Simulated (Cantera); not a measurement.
# Stirred combustor or abatement burner

A perfectly stirred reactor is fed with CH4 : C2H6 : C3H8 : O2 : N2 = 1 : 0.095 : 0.045 : 1.83 : 6.87 (molar parts), equivalence ratio 1.4, at 2.10 bar; it is adiabatic with a 500 K inlet, and is followed from long to short residence time, starting on the burning branch (τ in s: 0.069, 0.034, 0.017, 0.0081, 0.004, 0.0019, 0.00095, 0.00046, 0.00023, 0.00011, 5.4e-05, 2.7e-05).

Detailed kinetics in Cantera: GRI-Mech 3.0 (53 species, 325 reactions).

```json
[
 {"τ (s)": "0.069", "T (K)": "2132", "x CH4": "9.59e-5", "x C2H6": "7.82e-8", "x C3H8": "2.83e-8", "x C2H4": "4.26e-7", "x NO2": "1.41e-9", "x HO2": "2.14e-8", "x HCN": "1.35e-5"},
 {"τ (s)": "0.034", "T (K)": "2130", "x CH4": "0.000144", "x C2H6": "1.55e-7", "x C3H8": "5.40e-8", "x C2H4": "8.48e-7", "x NO2": "1.75e-9", "x HO2": "3.88e-8", "x HCN": "2.41e-5"},
 {"τ (s)": "0.017", "T (K)": "2127", "x CH4": "0.000207", "x C2H6": "3.02e-7", "x C3H8": "1.01e-7", "x C2H4": "1.66e-6", "x NO2": "2.12e-9", "x HO2": "7.05e-8", "x HCN": "4.06e-5"},
 {"τ (s)": "0.0081", "T (K)": "2124", "x CH4": "0.000298", "x C2H6": "6.12e-7", "x C3H8": "1.95e-7", "x C2H4": "3.38e-6", "x NO2": "2.57e-9", "x HO2": "1.35e-7", "x HCN": "6.71e-5"},
 {"τ (s)": "0.0040", "T (K)": "2118", "x CH4": "0.000416", "x C2H6": "1.19e-6", "x C3H8": "3.63e-7", "x C2H4": "6.60e-6", "x NO2": "3.08e-9", "x HO2": "2.55e-7", "x HCN": "0.000102"},
 {"τ (s)": "0.0019", "T (K)": "2110", "x CH4": "0.000594", "x C2H6": "2.43e-6", "x C3H8": "7.02e-7", "x C2H4": "1.34e-5", "x NO2": "3.70e-9", "x HO2": "5.06e-7", "x HCN": "0.000146"},
 {"τ (s)": "0.00095", "T (K)": "2097", "x CH4": "0.000853", "x C2H6": "4.82e-6", "x C3H8": "1.32e-6", "x C2H4": "2.67e-5", "x NO2": "4.33e-9", "x HO2": "9.87e-7", "x HCN": "0.000184"},
 {"τ (s)": "0.00046", "T (K)": "2076", "x CH4": "0.00133", "x C2H6": "1.05e-5", "x C3H8": "2.66e-6", "x C2H4": "5.84e-5", "x NO2": "4.96e-9", "x HO2": "2.12e-6", "x HCN": "0.000194"},
 {"τ (s)": "0.00023", "T (K)": "2035", "x CH4": "0.00232", "x C2H6": "2.61e-5", "x C3H8": "5.84e-6", "x C2H4": "0.000144", "x NO2": "5.36e-9", "x HO2": "5.10e-6", "x HCN": "0.000150"},
 {"τ (s)": "0.00011", "T (K)": "500", "x CH4": "0.102", "x C2H6": "0.00965", "x C3H8": "0.00457", "x C2H4": "<1e-12", "x NO2": "<1e-12", "x HO2": "<1e-12", "x HCN": "<1e-12"},
 {"τ (s)": "5.4e-5", "T (K)": "500", "x CH4": "0.102", "x C2H6": "0.00965", "x C3H8": "0.00457", "x C2H4": "<1e-12", "x NO2": "<1e-12", "x HO2": "<1e-12", "x HCN": "<1e-12"},
 {"τ (s)": "2.7e-5", "T (K)": "500", "x CH4": "0.102", "x C2H6": "0.00965", "x C3H8": "0.00457", "x C2H4": "<1e-12", "x NO2": "<1e-12", "x HO2": "<1e-12", "x HCN": "<1e-12"}
]
```
x: mole fraction; the columns are a selection and need not sum to one.
